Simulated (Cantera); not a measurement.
**Gas-phase reforming**

An isothermal, constant-pressure homogeneous reactor starts with CH₄ : H₂O : H₂ : N₂ = 1 : 1.3 : 1.4 : 0.094 (molar parts), at 1650 K and 0.128 atm.

Cantera simulation using GRI-Mech 3.0 (53 species, 325 reactions); the numbers are that mechanism's predictions, not measurements.

```csv
t (s),x CH₄,x H₂O,x H₂,x HCO,x C₂H,x CO,x O₂
0.000100,0.263,0.343,0.369,<1e-12,<1e-12,1.51e-11,<1e-12
0.000316,0.263,0.343,0.369,2.39e-11,<1e-12,3.95e-9,<1e-12
0.00100,0.262,0.342,0.370,1.06e-9,4.19e-12,6.64e-7,1.73e-12
0.00316,0.257,0.342,0.373,5.61e-9,4.92e-10,2.12e-5,3.43e-11
0.0100,0.239,0.337,0.389,5.87e-9,6.68e-9,0.000128,1.34e-10
0.0316,0.195,0.324,0.429,4.93e-9,2.68e-8,0.000541,1.66e-10
0.100,0.121,0.301,0.498,3.46e-9,6.25e-8,0.00231,1.10e-10
0.316,0.0534,0.272,0.567,2.08e-9,9.95e-8,0.00931,8.30e-11
1.00,0.0247,0.230,0.617,1.75e-9,1.02e-7,0.0316,6.62e-11
```
x: mole fraction; the columns are a selection and need not sum to one.

Equilibrium at this temperature and pressure: CH₄ 2.19e-8, H₂O 0.0484, H₂ 0.763, HCO 4.55e-9, C₂H <1e-12, CO 0.169, O₂ 4.33e-12 (gas phase only).
